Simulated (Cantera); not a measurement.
Input (Python, Cantera):

```python
import numpy as np
import cantera as ct

surf = ct.Interface("ptcombust.yaml", "Pt_surf")
gas = surf.adjacent["gas"]
gas.TPX = 300, 25000, {'H2': 0.016, 'O2': 0.089, 'N2': 0.79}
jet = ct.ImpingingJet(gas=gas, width=0.049, surface=surf)
jet.inlet.mdot, jet.inlet.T, jet.inlet.X = 0.072, 300, {'H2': 0.016, 'O2': 0.089, 'N2': 0.79}
jet.set_refine_criteria(ratio=10, slope=0.2, curve=0.3)
show, cover = ['H2', 'O2', 'H2O', 'OH'], ["PT(S)", "H(S)", "O(S)", "OH(S)", "CO(S)", "C(S)"]

rows = []
print(f"{'Ts/K':>7s}" + "".join(f"{s:>11s}" for s in show + cover) + "   (gas at the wall, coverages)")
for i, Ts in enumerate([600, 650, 700, 750, 800, 850, 900]):
    jet.surface.T = Ts
    if i == 0:
        surf.TP = Ts, 25000
        surf.coverages = "PT(S):0.5, O(S):0.5"
        surf.advance_coverages(1.0)
        jet.set_initial_guess(products="inlet")
    jet.solve(loglevel=0, auto=(i == 0))
    rows.append([*(jet.X[gas.species_index(s), -1] for s in show), *surf[cover].coverages])
    print(f"{Ts:7g}" + "".join(f"{x:11.3e}" for x in rows[-1]))
```

It prints:

```
   Ts/K         H2         O2        H2O         OH      PT(S)       H(S)       O(S)      OH(S)      CO(S)       C(S)   (gas at the wall, coverages)
    600  1.393e-03  8.164e-02  3.220e-02  8.695e-13  2.808e-02  9.003e-10  9.655e-01  6.418e-03 -2.848e-22 -4.935e-31
    650  1.374e-03  8.170e-02  3.198e-02  1.118e-11  2.977e-02  1.307e-09  9.659e-01  4.321e-03  2.864e-18 -7.008e-27
    700  1.267e-03  8.166e-02  3.195e-02  9.621e-11  3.385e-02  2.263e-09  9.630e-01  3.179e-03  4.509e-19  1.691e-26
    750  9.719e-04  8.141e-02  3.230e-02  5.705e-10  4.654e-02  5.330e-09  9.508e-01  2.695e-03  1.651e-20  2.354e-26
    800  6.469e-04  8.113e-02  3.273e-02  2.469e-09  7.365e-02  1.567e-08  9.238e-01  2.530e-03  1.132e-19  2.012e-27
    850  4.390e-04  8.097e-02  3.295e-02  8.582e-09  1.146e-01  4.430e-08  8.830e-01  2.405e-03  1.582e-18  3.233e-26
    900  3.152e-04  8.090e-02  3.302e-02  2.606e-08  1.659e-01  1.094e-07  8.319e-01  2.243e-03  2.667e-16  9.299e-25
```

Detailed kinetics in Cantera: Deutschmann's 1995 Pt surface mechanism with GRI-Mech 3.0 gas chemistry. Catalytic surfaces can have several steady states; this one follows from the mechanism file's or the stated starting coverage.
